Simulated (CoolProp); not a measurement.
A Linde-Hampson liquefier for nitrogen: isothermal reversible compression at 280 K from 1 atm to 5 MPa, throttling to 1 atm, return gas leaving the recuperator 5 K below the feed. Each further row changes one setting.

Model: reference Helmholtz-energy equation of state, Span 2000, in CoolProp.

```
case                        liquid yield per pass  compression work (kJ/kg of gas)
--------------------------  ---------------------  -------------------------------
as stated                                     ___                              323
high pressure 10 MPa                        0.043                              380
warm-end temperature 310 K                    ___                              358
warm-end gap 10 K                             ___                              323
```

**Question.** What belongs in the gaps?

**Answer.** 
- as stated, liquid yield per pass: 0.017
- warm-end temperature 310 K, liquid yield per pass: 0.010
- warm-end gap 10 K, liquid yield per pass: 0.004
